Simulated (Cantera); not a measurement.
Charge: 1 mol SiH₄, 0.66 mol N₂, 0.17 mol H₂, held at 0.590 bar.

Method: chemical equilibrium by Gibbs-energy minimisation in Cantera with the NASA 1993 tables (ideal gas, pure condensed phases). Candidate condensed phases: Si, Si₃N₄; 18 gas species. Mutual solubility and eutectic melting of coexisting phases are not modelled. Rates play no part.

Problem. At 1377 °C, list the 3 most abundant gas species with their mole fractions, and the condensed phases.

Solution. H₂ 0.999, N₂ 0.00117, H 0.000118. Condensed: Si(s) + Si₃N₄(s).
